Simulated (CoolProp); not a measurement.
Vapour-liquid equilibrium of CH2F2 (R32) (1) + R236FA (2) at 0.0314 MPa; x and y are mole fractions of (1).

Computed with CoolProp (multi-fluid Helmholtz-energy mixture model, Tillner-Roth 1997 and Pan 2012; pair parameters Bell 2016).

Give the bubble temperature and the first vapour's composition at x = 0.25, 0.45, 0.55. Is there an azeotrope?

x = 0.25: -52.7 °C, y = 0.843; x = 0.45: -61.4 °C, y = 0.937; x = 0.55: -64.2 °C, y = 0.957. No azeotrope shows between x = 0.05 and 0.95.

Pair parameters are fitted to limited data, so mixtures are less certain than the pure fluids.
